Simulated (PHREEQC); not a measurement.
Brine (model solution)

Dissolve 0.79 mol KCl, 0.23 mol K2SO4 and 1.8 mol MgCl2 per kg of water at 25 °C. Closed to the air; pH follows from the charge balance.

Computed with PHREEQC (Pitzer model, pitzer.dat).

Each row changes one thing in this solution. This is a speciation only: nothing precipitates in the calculation.

```csv
case,MgOH+ (mol/kgw),HSO4- (mol/kgw),SI of Sylvite (KCl),SI of Arcanite (K2SO4)
as made,1.59e-6,7.14e-7,-0.42,-0.89
K2SO4 from 0.23 to 0.207 mol/kgw,1.55e-6,6.52e-7,(withheld),-0.97
KCl from 0.79 to 1.58 mol/kgw,(withheld),8.68e-7,(withheld),-0.50
MgCl2 from 1.8 to 3.6 mol/kgw,3.49e-6,1.63e-6,+0.19,-1.04
MgCl2 from 1.8 to 0.36 mol/kgw,5.73e-7,3.70e-7,-1.11,(withheld)
diluted 10-fold with water,2.99e-7,6.58e-8,-2.54,-3.03
KCl from 0.79 to 0.869 mol/kgw,(withheld),7.28e-7,-0.38,-0.84
```

Q: Fill in the missing entries.

A: 
- K2SO4 from 0.23 to 0.207 mol/kgw, SI of Sylvite (KCl): -0.44
- KCl from 0.79 to 1.58 mol/kgw, MgOH+ (mol/kgw): 1.76e-6
- KCl from 0.79 to 1.58 mol/kgw, SI of Sylvite (KCl): -0.12
- MgCl2 from 1.8 to 0.36 mol/kgw, SI of Arcanite (K2SO4): -0.54
- KCl from 0.79 to 0.869 mol/kgw, MgOH+ (mol/kgw): 1.61e-6

Some of these states are supersaturated (in Sylvite, for instance).
